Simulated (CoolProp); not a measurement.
Properties of carbonyl sulfide at several states.

Model: reference Helmholtz-energy equation of state, Lemmon 2006, in CoolProp. It is a short technical equation, of lower accuracy than the large ones.

```
T (K)  p (bar)          phase  cp (kJ/(kg K))  cv (kJ/(kg K))  speed of sound (m/s)  isothermal compressibility (1/MPa)  expansivity (1/kK)  fugacity coefficient
-----  -------  -------------  --------------  --------------  --------------------  ----------------------------------  ------------------  --------------------
530.5     8.95            gas               …               …                 294.2                               1.135               1.993                0.9843
488.7    0.493            gas               …          0.6708                 285.4                               20.31               2.054                0.9988
545.4      270  supercritical               …               …                     …                             0.03119                   …                     …
```

**Question.** Some entries are withheld; supply them.

**Answer.** 
- 530.5, cp (kJ/(kg K)): 0.8412
- 530.5, cv (kJ/(kg K)): 0.6913
- 488.7, cp (kJ/(kg K)): 0.8099
- 545.4, cp (kJ/(kg K)): 1.322
- 545.4, cv (kJ/(kg K)): 0.7565
- 545.4, speed of sound (m/s): 347.0
- 545.4, expansivity (1/kK): 3.879
- 545.4, fugacity coefficient: 0.6922
